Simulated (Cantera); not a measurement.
An adiabatic, constant-volume homogeneous reactor starts with H₂ : O₂ : N₂ = 1 : 1.09 : 4.09 (molar parts), equivalence ratio 0.46, at 1098 K and 500000 Pa. Integrator tolerance rtol = 1e-08.

Computed with Cantera and GRI-Mech 3.0 (53 species, 325 reactions). The hydrogen kinetics of GRI-Mech 3.0 are dated; newer H2 mechanisms differ, most at raised pressure.

Problem. What does this change do: N2 4.09 to 7.4 parts?

Solution. 
```json
[
 {"quantity": "time of steepest temperature rise", "before": "0.653 ms", "after": "0.861 ms"},
 {"quantity": "temperature at 6.00 s", "before": "2446 K", "after": "2039 K"},
 {"quantity": "equilibrium temperature", "before": "2446 K", "after": "2039 K"},
 {"quantity": "x(H₂) at 6.00 s", "before": "0.000795 (gas-phase equilibrium 0.000795)", "after": "5.78e-5 (gas-phase equilibrium 5.78e-5)"},
 {"quantity": "x(O₂) at 6.00 s", "before": "0.0949 (gas-phase equilibrium 0.0949)", "after": "0.0629 (gas-phase equilibrium 0.0629)"},
 {"quantity": "x(NO₂) at 6.00 s", "before": "2.71e-5 (gas-phase equilibrium 2.71e-5)", "after": "1.25e-5 (gas-phase equilibrium 1.25e-5)"},
 {"quantity": "x(NO) at 6.00 s", "before": "0.0134 (gas-phase equilibrium 0.0134)", "after": "0.00478 (gas-phase equilibrium 0.00478)"},
 {"quantity": "x(HO₂) at 6.00 s", "before": "1.60e-5 (gas-phase equilibrium 1.60e-5)", "after": "2.43e-6 (gas-phase equilibrium 2.43e-6)"}
]
```
